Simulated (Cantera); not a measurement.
Charge: 1 mol SF6, 0.11 mol SO2, 7.4 mol O2, held at 173 Torr.

Cantera equilibrium calculation (NASA polynomials, part measured and part estimated; ideal gas, pure solids and liquids). Candidate condensed phases: S; 45 gas species. Ions and electrons are included (thermal ionisation). Rates play no part.

**Question.** At 3750 K, list the 7 most abundant gas species with their mole fractions, and the condensed phases.

**Answer.** O 0.550, F 0.305, O2 0.0881, SO 0.0273, S 0.0234, SO2 0.00551, SF 0.000137. Condensed: gas only.
